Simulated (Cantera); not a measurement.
Charge: 1 mol MgCO3, 0.1 mol SO3, 2.4 mol CO2, at 823.15 K and 14.0 bar.

Cantera equilibrium calculation (NASA polynomials, part measured and part estimated; ideal gas, pure solids and liquids). Candidate condensed phases: C, Mg, MgCO3, MgO, MgS, MgSO4, S; 26 gas species. Rates play no part.

Base state: CO2 1.00 (mole fractions); condensed: MgO(s) + MgSO4(s).

Problem. What changes in the equilibrium state with this change: MgCO3 replaced by Fe2O3?

Solution. 
```
species             before     after
-----------------  -------  --------
CO2                   1.00     0.999
SO2                2.68e-8  0.000213
SO3                  <1e-9  0.000187
O2                 1.35e-8  0.000106
MgO(s), mol          0.900         0
MgSO4(s), mol       0.1000         0
Fe2O3(s), mol            0     0.967
Fe2(SO4)3(s), mol        0    0.0330
```
Further candidate phases: Fe, Fe(CO)5, FeO, FeS, FeSO4, FeS2, Fe2O3, Fe2(SO4)3, Fe3O4.

Problem. What changes in the equilibrium state with this change: SO3 from 0.1 to 2.3 mol?

Solution. 
```tsv
species	before	after
CO2	1.00	0.714
SO3	<1e-9	0.247
SO2	2.68e-8	0.0257
O2	1.35e-8	0.0128
MgO(s), mol	0.900	0
MgSO4(s), mol	0.1000	1.00
```

Problem. What changes in the equilibrium state with this change: temperature from 823.15 K to 1748 K?

Solution. 
```
species         before     after
-------------  -------  --------
CO2               1.00     0.957
SO2            2.68e-8    0.0280
O2             1.35e-8    0.0141
CO               <1e-9  0.000254
SO3              <1e-9  0.000158
MgO(s), mol      0.900      1.00
MgSO4(s), mol   0.1000         0
```
